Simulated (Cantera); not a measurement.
Input: 1 mol AlCl3, 2 mol O2, 46 mol N2, 8.6 mol HCl, held at 998.15 K.

These are equilibrium values from Cantera (NASA tables, ideal gas, pure condensed phases), not measurements of a reactor. Candidate condensed phases: Al, AlCl3, AlN, Al2O3, H2O, NH4Cl; 45 gas species. Condensed phases not in the tables: AlOCl. Rates play no part.

log p: log10 of the partial pressure in bar; n: condensed amount in mol.

```
P (Pa)    log p N2   log p HCl   log p Cl2    log p O2   log p H2O    log p Cl  n Al2O3(s)
------  ----------  ----------  ----------  ----------  ----------  ----------  ----------
10           -4.10       -4.83       -5.63       -5.67       -7.33       -6.24       0.500
32      (withheld)  (withheld)  (withheld)  (withheld)  (withheld)  (withheld)       0.500
100          -3.10       -3.83       -4.58       -4.67       -5.89       -5.71       0.500
320          -2.59       -3.33       -4.05       -4.18       -5.16       -5.45       0.500
1000         -2.10       -2.84       -3.53       -3.70       -4.47       -5.19       0.500
3200         -1.59       -2.35       -3.00       -3.21       -3.77       -4.92       0.500
10000   (withheld)  (withheld)  (withheld)  (withheld)  (withheld)  (withheld)       0.500
32000        -0.59       -1.39       -1.92       -2.28       -2.45       -4.38       0.500
100000       -0.09       -0.92       -1.39       -1.84       -1.83       -4.12       0.500
```

Task: Fill in the missing entries.

Result: 
- 10000, log p N2: -1.09
- 10000, log p HCl: -1.87
- 10000, log p Cl2: -2.47
- 10000, log p O2: -2.75
- 10000, log p H2O: -3.11
- 10000, log p Cl: -4.66
- 32, log p N2: -3.59
- 32, log p HCl: -4.32
- 32, log p Cl2: -5.09
- 32, log p O2: -5.17
- 32, log p H2O: -6.60
- 32, log p Cl: -5.97
